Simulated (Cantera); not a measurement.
An isothermal, constant-pressure homogeneous reactor starts with C₂H₆ : H₂ = 1 : 20 (molar parts), at 1125 K and 0.593 Torr. Integrator tolerance rtol = 1e-08.

Cantera simulation using GRI-Mech 3.0 (53 species, 325 reactions); the numbers are that mechanism's predictions, not measurements. GRI-Mech 3.0 stops at C3 and has no aromatics, soot or wall deposition, so with more carbon than oxygen in the feed, carbon stays in small species such as C2H2 where larger ones or solid carbon would form. Radical loss at walls, strong at low pressure, is not modelled.

Task: What does this change do: temperature 1125 to 1850 K?

Result: 
```tsv
quantity	before	after
x(C₂H₆) at 60.0 s	1.64e-5 (gas-phase equilibrium 2.91e-7)	5.34e-12 (gas-phase equilibrium <1e-12)
x(H₂) at 60.0 s	0.939 (gas-phase equilibrium 0.943)	0.941 (gas-phase equilibrium 0.938)
x(H) at 60.0 s	2.38e-6 (gas-phase equilibrium 1.55e-6)	0.0162 (gas-phase equilibrium 0.0187)
x(C₂H₄) at 60.0 s	0.0266 (gas-phase equilibrium 0.000987)	5.96e-7 (gas-phase equilibrium 5.29e-7)
x(C₂H₂) at 60.0 s	0.00409 (gas-phase equilibrium 0.0315)	0.0431 (gas-phase equilibrium 0.0431)
```

Task: What does this change do: H2 20 to 98 parts?

Result: 
```
quantity                                            before                                     after
-----------------  ---------------------------------------  ----------------------------------------
x(C₂H₆) at 60.0 s  1.64e-5 (gas-phase equilibrium 2.91e-7)   1.67e-6 (gas-phase equilibrium 4.84e-8)
x(H₂) at 60.0 s        0.939 (gas-phase equilibrium 0.943)       0.987 (gas-phase equilibrium 0.985)
x(H) at 60.0 s     2.38e-6 (gas-phase equilibrium 1.55e-6)   3.52e-6 (gas-phase equilibrium 1.58e-6)
x(C₂H₄) at 60.0 s  0.0266 (gas-phase equilibrium 0.000987)  0.00551 (gas-phase equilibrium 0.000157)
x(C₂H₂) at 60.0 s   0.00409 (gas-phase equilibrium 0.0315)   0.00117 (gas-phase equilibrium 0.00481)
```
